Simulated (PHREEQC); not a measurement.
Arsenic or selenium liquor: an equilibrium model

A solution holds 0.023 mol H3AsO4, 0.16 mol NaCl and 0.02 mol Ca(OH)2 per kg of water, at 50 °C. Closed to the air; pH follows from the charge balance.

Computed with PHREEQC (ion-association model, wateq4f.dat).

No solid was allowed to form.

Task: Predict the pH, activity of water, ionic strength.

Result: pH 7.16; activity of water 0.994; ionic strength 0.237 mol/kgw.

Task: In which forms is As present?

Result: HAsO4-2 74 %, H2AsO4- 26 % of the As.

At this temperature some constants are extrapolated from 25 °C, and those without enthalpy data are left unchanged. The database has no arsenate complexes of Ca.
